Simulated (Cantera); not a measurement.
Input (Python, Cantera) and output of one run.

```python
import numpy as np
import cantera as ct

gas_names = """
    Fe FeO Fe(OH)2 H HO2 H2 H2O H2O2 O OH O2 O3
""".split()
cond_names = """
    Fe(a) Fe(c) Fe(d) Fe(L) FeO(s) FeO(L) Fe(OH)2(s) Fe(OH)3(s) Fe2O3(s) Fe3O4(s) H2O(s) H2O(L)
""".split()


# ... load() reads the species with a 1 bar reference pressure and builds the phases ...
atoms = {
    'Fe3O4': {'Fe': 3, 'O': 4},
    'H2': {'H': 2},
    'H2O': {'H': 2, 'O': 1},
}
top_T = {'Fe2O3(s)': 1830, 'Fe3O4(s)': 1870}  # K; cautious upper limits of use, not melting points


# ... equilibrate(T, P, feed) seeds the gas with the atoms and calls Mixture.equilibrate('TP', solver="vcs", rtol=1e-11, max_steps=5000) ...
results = []
feed = {'Fe3O4': 1, 'H2': 1200, 'H2O': 0.19}  # mol
T = 1700  # K
P = 133.322  # Pa
mix = equilibrate(T, P, feed)
results.append((T, P, feed, dict(zip(mix.species_names, mix.species_moles))))
x = sorted(zip(gas.X, gas.species_names), reverse=True)
print(f"T = {T:g} K  P = {P:g} Pa  gas = {mix.phase_moles(0):.4g} mol")
print("   x: " + "  ".join(f"{s} {v:.3e}" for v, s in x if v > 1e-05))
print("   condensed (mol): " + ("  ".join(f"{mix.phase(i).name} {mix.phase_moles(i):.4g}"
      for i in range(1, mix.n_phases) if mix.phase_moles(i) > 1e-12) or "none"))
```

Output:

```
T = 1700 K  P = 133.322 Pa  gas = 1206 mol
   x: H2 9.900e-01  H 4.015e-03  H2O 3.475e-03  Fe 2.488e-03
   condensed (mol): none
```

Cantera equilibrium calculation (NASA polynomials, part measured and part estimated; ideal gas, pure solids and liquids).
